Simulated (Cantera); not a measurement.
A closed system holds: 1 mol Fe, 0.014 mol HCl, 0.13 mol H2.

Equilibrium computed with Cantera from the NASA thermochemical tables; the gas is ideal and each condensed phase is pure. Candidate condensed phases: Fe, FeCl2, FeCl3; 11 gas species. Equilibrium is a limit: real reactors are often held back by kinetics, nucleation or transport.

**Question.** What condenses at these points (T in K, P in Pa): (1198, 1000000); (1698, 3200); (998, 320000); (798, 320000); (1498, 320000)?

**Answer.** 
```csv
T (K),P in Pa,condensed phases,Fe condensed (%)
1198,1000000,Fe,99.9
1698,3200,Fe,99.9
998,320000,Fe,100.0
798,320000,Fe + FeCl2,100.0
1498,320000,Fe,99.9
```
